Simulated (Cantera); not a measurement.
Feed: 1 mol B₂O₃, 0.11 mol NH₃, a varied amount of H₂, at 1150 °C and 9.60 mbar.

Cantera equilibrium calculation (NASA polynomials, part measured and part estimated; ideal gas, pure solids and liquids). Candidate condensed phases: B, BN, B₂O₃, B₃O₃H₃, H₂O; 39 gas species. Mutual solubility and eutectic melting of coexisting phases are not modelled. Kinetics and transport are ignored.

### Question
Which condensed phases are stable at each of these points (n(H₂) (mol)): 0.85, 1.5, 2.6, 4.5, 7.7, 13, 23, 40, 70, 120?

### Answer
| n(H₂) (mol) | condensed phases | B condensed (%) |
|---|---|---|
| 0.85 | BN(s) + B₂O₃(l) | 99.7 |
| 1.5 | BN(s) + B₂O₃(l) | 99.5 |
| 2.6 | BN(s) + B₂O₃(l) | 99.3 |
| 4.5 | BN(s) + B₂O₃(l) | 98.7 |
| 7.7 | BN(s) + B₂O₃(l) | 97.9 |
| 13 | BN(s) + B₂O₃(l) | 96.5 |
| 23 | B₂O₃(l) | 93.8 |
| 40 | B₂O₃(l) | 89.2 |
| 70 | B₂O₃(l) | 81.2 |
| 120 | B₂O₃(l) | 67.7 |

From 0.85 mol H₂ to 13 mol H₂ the condensed part is BN(s) + B₂O₃(l). From 23 mol H₂ to 120 mol H₂ the condensed part is B₂O₃(l).
